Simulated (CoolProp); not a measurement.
Vapour-liquid equilibrium of R114 (1) + n-heptane (2) at 20.55 °C; x and y are mole fractions of (1).

Model: multi-fluid Helmholtz-energy mixture model, Platzer 1990 and Span 2003; pair parameters Bell 2016, in CoolProp. This equation is an older, rougher fit; its heat capacities, sound speeds and derivatives of the liquid may be far off and weren't checked against measurements.

| x | bubble pressure, mixture model (MPa) | bubble pressure, Raoult's law (MPa) | y, mixture model | y, Raoult's law |
|---|---|---|---|---|
| 0.05 | 0.02004 | 0.01388 | 0.767 | 0.668 |
| 0.2 | 0.06040 | 0.04096 | 0.932 | 0.905 |
| 0.35 | 0.09174 | 0.06804 | … | 0.954 |
| 0.5 | 0.1155 | 0.09512 | 0.973 | 0.974 |
| 0.65 | … | 0.1222 | 0.981 | 0.986 |
| 0.8 | … | 0.1493 | 0.988 | 0.993 |
| 0.95 | 0.1766 | 0.1764 | … | 0.999 |

What belongs in the gaps?


- 0.35, y, mixture model: 0.961
- 0.65, bubble pressure, mixture model (MPa): 0.1351
- 0.8, bubble pressure, mixture model (MPa): 0.1542
- 0.95, y, mixture model: 0.997

The largest gap from Raoult's law is +47.5 % in bubble pressure, at x = 0.2. No azeotrope shows between x = 0.05 and 0.95.

Pair parameters are fitted to limited data, so mixtures are less certain than the pure fluids.
